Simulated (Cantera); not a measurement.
A closed system holds: 1 mol PbO, 0.36 mol C, 0.2 mol N2, 0.9 mol CH4, held at 5.70 Torr.

Method: chemical equilibrium by Gibbs-energy minimisation in Cantera with the NASA 1993 tables (ideal gas, pure condensed phases). Candidate condensed phases: C, C6H6, C7H8, C8H18, H2O, Pb, PbO, PbO2, Pb3O4; 139 gas species. The numbers say what is thermodynamically allowed, not how fast it happens.

Over these rows the condensed part is C(graphite) + Pb(l). Partial pressures as log10 of bar:

| T (K) | 1000/T (1/K) | log p CO2 | log p H2 | log p CO | log p N2 | log p Pb |
|---|---|---|---|---|---|---|
| 1023 | 0.9775 | -5.64 | -2.34 | -2.60 | -3.30 | -4.57 |
| 1073 | 0.9320 | -6.05 | -2.35 | -2.60 | -3.30 | -4.14 |
| 1123 | 0.8905 | -6.43 | -2.35 | -2.61 | -3.31 | -3.74 |
| 1173 | 0.8525 | -6.80 | -2.37 | -2.62 | -3.32 | -3.37 |
| 1223 | 0.8177 | ? | -2.40 | -2.65 | -3.35 | -3.04 |
| 1273 | 0.7855 | -7.58 | -2.46 | -2.72 | -3.42 | -2.74 |

Task: Fit log p(CO2) = a + b·(1000/T) to the five rows, give the apparent enthalpy, and predict the row at 1223 K.

Result: Means: 1000/T = 0.8876, log p = -6.500. Sxy = 0.218295, Sxx = 0.0217182, so b = 10.05 and a = -6.500 − (10.05)×0.8876 = -15.42.
Apparent enthalpy: −19.145 × (10.05) = -192 kJ/mol. With the condensed phases at unit activity, 2 CO(g) = CO2(g) + C(graphite) links this pressure to the main gases: over the six rows their terms move log p by -0.24 in all, so the slope isn't that reaction's ΔH° alone. The five rows lie within 0.05 of the line.
Prediction at 1223 K: -15.42 + (10.05)×0.8177 = -7.20. The computed value is -7.16, 0.04 from the line.
